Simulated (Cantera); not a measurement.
**Adiabatic ignition**

An adiabatic, constant-volume homogeneous reactor starts with 9.61 % CO, 4.13 % H2, 1.92 % CH4, 17.3 % O2, 64.9 % N2, 2.11 % H2O, at 1598 K and 4.93 atm.

Computed with Cantera and GRI-Mech 3.0 (53 species, 325 reactions).

| t (s) | T (K) | P (bar) | x CO | x H2 | x CH4 | x H | x O | x NO2 |
|---|---|---|---|---|---|---|---|---|
| 4.00e-6 | 1601 | 5.01 | 0.0960 | 0.0407 | 0.0186 | 0.000146 | 8.64e-5 | <1e-12 |
| 1.13e-5 | 2591 | 7.89 | 0.0438 | 0.00627 | <1e-12 | 0.00678 | 0.0147 | 1.64e-7 |
| 3.17e-5 | 2884 | 8.61 | 0.0257 | 0.00348 | <1e-12 | 0.00223 | 0.00710 | 1.83e-6 |
| 8.94e-5 | 2879 | 8.60 | 0.0254 | 0.00345 | <1e-12 | 0.00217 | 0.00684 | 6.36e-6 |
| 0.000252 | 2868 | 8.56 | 0.0251 | 0.00342 | <1e-12 | 0.00208 | 0.00641 | 1.45e-5 |
| 0.000710 | 2859 | 8.52 | 0.0248 | 0.00339 | <1e-12 | 0.00201 | 0.00606 | 2.09e-5 |
| 0.00200 | 2858 | 8.52 | 0.0248 | 0.00339 | <1e-12 | 0.00201 | 0.00601 | 2.18e-5 |
| 0.00563 | 2858 | 8.52 | 0.0248 | 0.00339 | <1e-12 | 0.00200 | 0.00601 | 2.18e-5 |
| 0.0159 | 2858 | 8.52 | 0.0248 | 0.00339 | <1e-12 | 0.00200 | 0.00601 | 2.18e-5 |
| 0.0447 | 2858 | 8.52 | 0.0248 | 0.00339 | <1e-12 | 0.00200 | 0.00601 | 2.18e-5 |
| 0.126 | 2858 | 8.52 | 0.0248 | 0.00339 | <1e-12 | 0.00200 | 0.00601 | 2.18e-5 |
| 0.355 | 2858 | 8.52 | 0.0248 | 0.00339 | <1e-12 | 0.00200 | 0.00601 | 2.18e-5 |
| 1.00 | 2858 | 8.52 | 0.0248 | 0.00339 | <1e-12 | 0.00200 | 0.00601 | 2.18e-5 |
x: mole fraction; the columns are a selection and need not sum to one.

```json
{
 "time_of_steepest_temperature_rise": "6.87 µs",
 "temperature at 1.00 s": "2858 K",
 "equilibrium_temperature": "2858 K",
 "x(CO) at 1.00 s": "0.0248 (gas-phase equilibrium 0.0248)",
 "x(H2) at 1.00 s": "0.00339 (gas-phase equilibrium 0.00339)",
 "x(CH4) at 1.00 s": "<1e-12 (gas-phase equilibrium <1e-12)"
}
```
